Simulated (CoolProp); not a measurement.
Vapour-liquid equilibrium of R125 (1) + R245fa (2) at -19.75 °C; x and y are mole fractions of (1).

Model: multi-fluid Helmholtz-energy mixture model, Lemmon 2005 and Akasaka 2015; pair parameters Bell 2016, in CoolProp.

```csv
x,bubble pressure (bar),y at the bubble point,dew pressure at overall composition x (bar),liquid density (mol/L)
0.05,0.3862,0.505,0.2089,10.90
0.125,0.6523,0.725,0.2260,10.98
0.2,0.9040,0.814,0.2462,11.07
0.275,1.145,0.864,0.2704,11.15
0.35,1.379,0.896,0.2997,11.23
0.425,1.607,0.919,0.3362,11.31
0.5,1.833,0.936,0.3828,11.39
0.575,2.058,0.950,0.4442,11.46
0.65,2.284,0.962,0.5288,11.52
0.725,2.512,0.972,0.6529,11.58
0.8,2.745,0.980,0.8513,11.63
0.875,2.985,0.988,1.215,11.67
0.95,3.233,0.995,2.054,11.70
```

No azeotrope shows between x = 0.05 and 0.95.

The pair parameters rest on a limited set of measurements; away from them the model extrapolates. The gap from Raoult's law changes sign with composition, which may be real or a fault of the pair parameters; it wasn't checked against measurements.
